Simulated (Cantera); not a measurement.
Feed: 1 mol Si₃N₄, 0.088 mol Si, 0.1 mol H₂, at 3.00 Torr.

Method: chemical equilibrium by Gibbs-energy minimisation in Cantera with the NASA 1993 tables (ideal gas, pure condensed phases). Candidate condensed phases: Si, Si₃N₄; 18 gas species. Mutual solubility and eutectic melting of coexisting phases are not modelled. The numbers say what is thermodynamically allowed, not how fast it happens.

Which condensed phases are stable at each of these points (T (K)): 1573, 1598, 1623, 1648, 1673, 1698, 1723, 1748, 1773, 1798, 1823, 1848, 1873, 1898?


| T (K) | condensed phases | Si condensed (%) |
|---|---|---|
| 1573 | Si(s) + Si₃N₄(s) | 100.0 |
| 1598 | Si(s) + Si₃N₄(s) | 100.0 |
| 1623 | Si(s) + Si₃N₄(s) | 100.0 |
| 1648 | Si(s) + Si₃N₄(s) | 100.0 |
| 1673 | Si(s) + Si₃N₄(s) | 100.0 |
| 1698 | Si(l) + Si₃N₄(s) | 100.0 |
| 1723 | Si(l) + Si₃N₄(s) | 100.0 |
| 1748 | Si(l) + Si₃N₄(s) | 100.0 |
| 1773 | Si(l) | 100.0 |
| 1798 | Si(l) | 99.9 |
| 1823 | Si(l) | 99.9 |
| 1848 | Si(l) | 99.9 |
| 1873 | Si(l) | 99.8 |
| 1898 | Si(l) | 99.8 |

From 1573 K to 1673 K the condensed part is Si(s) + Si₃N₄(s). From 1698 K to 1748 K the condensed part is Si(l) + Si₃N₄(s). From 1773 K to 1898 K the condensed part is Si(l).
